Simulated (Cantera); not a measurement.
An isothermal, constant-pressure homogeneous reactor starts with 1.21 % H2, 44.9 % O2, 53.9 % N2, equivalence ratio 0.013, at 1175 K and 1.13 Torr.

Computed with Cantera and GRI-Mech 3.0 (53 species, 325 reactions). Radical loss at walls, strong at low pressure, is not modelled.

x: mole fraction; the columns are a selection and need not sum to one.

| t (s) | x H2 | x O2 | x N2O | x NO | x NO2 | x H2O | x H2O2 |
|---|---|---|---|---|---|---|---|
| 4.00e-6 | 0.0121 | 0.449 | <1e-12 | <1e-12 | <1e-12 | <1e-12 | <1e-12 |
| 1.44e-5 | 0.0121 | 0.449 | <1e-12 | <1e-12 | <1e-12 | <1e-12 | <1e-12 |
| 5.20e-5 | 0.0121 | 0.449 | <1e-12 | <1e-12 | <1e-12 | <1e-12 | <1e-12 |
| 0.000188 | 0.0121 | 0.449 | <1e-12 | <1e-12 | <1e-12 | <1e-12 | <1e-12 |
| 0.000677 | 0.0121 | 0.449 | <1e-12 | <1e-12 | <1e-12 | 6.27e-12 | <1e-12 |
| 0.00244 | 0.0121 | 0.449 | <1e-12 | <1e-12 | <1e-12 | 1.97e-10 | <1e-12 |
| 0.00881 | 0.0121 | 0.449 | <1e-12 | <1e-12 | <1e-12 | 5.62e-9 | 1.17e-12 |
| 0.0318 | 0.0121 | 0.449 | <1e-12 | <1e-12 | <1e-12 | 1.17e-6 | 1.48e-11 |
| 0.115 | 0.000347 | 0.439 | 1.34e-10 | 7.53e-10 | <1e-12 | 0.0104 | 4.38e-9 |
| 0.413 | 0.000119 | 0.439 | 8.35e-10 | 6.71e-9 | <1e-12 | 0.0110 | 2.35e-9 |
| 1.49 | 0.000109 | 0.439 | 1.10e-9 | 2.52e-8 | <1e-12 | 0.0111 | 2.36e-9 |
| 5.38 | 8.07e-5 | 0.441 | 1.19e-9 | 6.63e-8 | <1e-12 | 0.0114 | 2.38e-9 |
| 19.4 | 3.35e-5 | 0.444 | 1.43e-9 | 1.05e-7 | 1.29e-12 | 0.0118 | 2.21e-9 |
| 70.0 | ? | 0.445 | ? | ? | 3.72e-12 | 0.0121 | ? |

Fill in the missing entries.


- 70.0, x H2: 5.89e-6
- 70.0, x N2O: 1.81e-9
- 70.0, x NO: 1.16e-7
- 70.0, x H2O2: 1.41e-9
